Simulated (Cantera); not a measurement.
A freely propagating, adiabatic, planar premixed flame of H₂ : O₂ : N₂ = 1 : 0.562 : 2.53 (molar parts), unburnt at 500 K and 97.5 Torr; mixture-averaged transport, grid criteria slope 0.08 and curve 0.16, no radiation.

Cantera simulation using the H2/O2 subset of GRI-Mech 3.0, which has no nitrogen chemistry; the numbers are that mechanism's predictions, not measurements. Burning velocities carry a grid error of a few per cent, more on coarse grids.

x: mole fraction of selected species; z is measured from the peak of heat release.

| z (mm) | T (K) | u (m/s) | x H₂ | x O₂ | x H₂O | x HO₂ | x OH | x H₂O₂ |
|---|---|---|---|---|---|---|---|---|
| -20.3 | 500 | 3.43 | 0.244 | 0.137 | <1e-8 | <1e-8 | <1e-8 | <1e-8 |
| -13.5 | 500 | 3.43 | 0.244 | 0.137 | <1e-8 | <1e-8 | <1e-8 | <1e-8 |
| -10.1 | 500 | 3.43 | 0.244 | 0.137 | <1e-8 | <1e-8 | <1e-8 | <1e-8 |
| -6.75 | 500 | 3.43 | 0.244 | 0.137 | <1e-8 | 5.07e-8 | <1e-8 | <1e-8 |
| -3.38 | 505 | 3.46 | 0.243 | 0.137 | 0.000234 | 5.80e-5 | 1.58e-5 | 1.18e-6 |
| -1.69 | … | 4.32 | … | 0.134 | … | … | … | … |
| 0 | 1031 | 6.76 | 0.117 | 0.0981 | 0.0908 | 1.56e-5 | 0.00197 | 5.71e-7 |
| 1.69 | 1311 | 8.49 | 0.0372 | 0.0466 | 0.182 | 6.34e-6 | 0.00595 | 8.26e-7 |
| 3.38 | 1432 | 9.21 | 0.0309 | 0.0390 | 0.195 | 4.55e-6 | 0.00793 | 6.80e-7 |
| 6.75 | 1565 | 9.98 | 0.0309 | 0.0356 | 0.203 | 3.48e-6 | 0.01000 | 4.26e-7 |
| 13.5 | 1707 | 10.8 | 0.0296 | 0.0323 | 0.213 | 2.61e-6 | 0.0118 | 2.26e-7 |
| 27.0 | 1847 | 11.5 | … | … | 0.224 | … | 0.0129 | … |
| 54.0 | 1976 | 12.2 | 0.0218 | 0.0257 | 0.235 | 1.39e-6 | 0.0129 | 6.93e-8 |

Question: What belongs in the gaps?

Answer: 
- -1.69, T (K): 639
- -1.69, x H₂: 0.222
- -1.69, x H₂O: 0.0113
- -1.69, x HO₂: 4.29e-5
- -1.69, x OH: 0.000344
- -1.69, x H₂O₂: 3.22e-6
- 27.0, x H₂: 0.0265
- 27.0, x O₂: 0.0289
- 27.0, x HO₂: 1.92e-6
- 27.0, x H₂O₂: 1.19e-7
